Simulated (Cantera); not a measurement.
Cantera run, input and output.

```python
import numpy as np
import cantera as ct

gas = ct.Solution("gri30.yaml")
gas.TPX = 1275, 13332, {'N2O': 1, 'O2': 1.8}
inlet = ct.Reservoir(gas, clone=True)

reactor = ct.IdealGasConstPressureReactor(gas, energy="off", clone=False)
exhaust = ct.Reservoir(gas, clone=True)
tau = [0.35, 0.18, 0.09, 0.046, 0.023, 0.012, 0.0059][0]
for a, b in ((inlet, reactor), (reactor, exhaust)):
    ct.MassFlowController(a, b, mdot=lambda t: reactor.mass / tau)
net = ct.ReactorNet([reactor])
show = ['N2O', 'O2', 'O', 'NO', 'NO2', 'N2']

rows = []
print(f"{'tau/s':>10s}{'T/K':>9s}" + "".join(f"{s:>11s}" for s in show))
for tau in [0.35, 0.18, 0.09, 0.046, 0.023, 0.012, 0.0059]:
    net.initial_time = 0.0
    net.advance(30 * tau)
    before = gas.X
    net.advance(40 * tau)
    drift = np.max(np.abs(gas.X - before) / (gas.X + 1e-9))
    rows.append([gas.T, *gas[show].X, drift])
    print(f"{tau:10.3e}{gas.T:9.1f}" + "".join(f"{x:11.3e}" for x in gas[show].X))
```

Result:

```
     tau/s      T/K        N2O         O2          O         NO        NO2         N2
 3.500e-01   1275.0  3.167e-01  6.466e-01  5.393e-06  4.685e-03  7.001e-06  3.200e-02
 1.800e-01   1275.0  3.351e-01  6.449e-01  5.410e-06  2.558e-03  3.524e-06  1.744e-02
 9.000e-02   1275.0  3.458e-01  6.439e-01  5.417e-06  1.322e-03  1.571e-06  9.002e-03
 4.600e-02   1275.0  3.512e-01  6.434e-01  5.416e-06  6.862e-04  6.460e-07  4.674e-03
 2.300e-02   1275.0  3.542e-01  6.431e-01  5.406e-06  3.455e-04  2.281e-07  2.355e-03
 1.200e-02   1275.0  3.556e-01  6.430e-01  5.386e-06  1.804e-04  7.681e-08  1.231e-03
 5.900e-03   1275.0  3.564e-01  6.429e-01  5.342e-06  8.816e-05  2.116e-08  6.044e-04
```

Cantera simulation using GRI-Mech 3.0 (53 species, 325 reactions); the numbers are that mechanism's predictions, not measurements. GRI-Mech 3.0 was tuned for natural gas; its chemistry of N2O as a main component is partial and can be far from experiment. The mechanism lacks the step 2 NO + O2 → 2 NO2, which can matter for NO2 below about 1400 K. The temperature is held fixed by assumption; the heat of reaction is taken as removed at once.
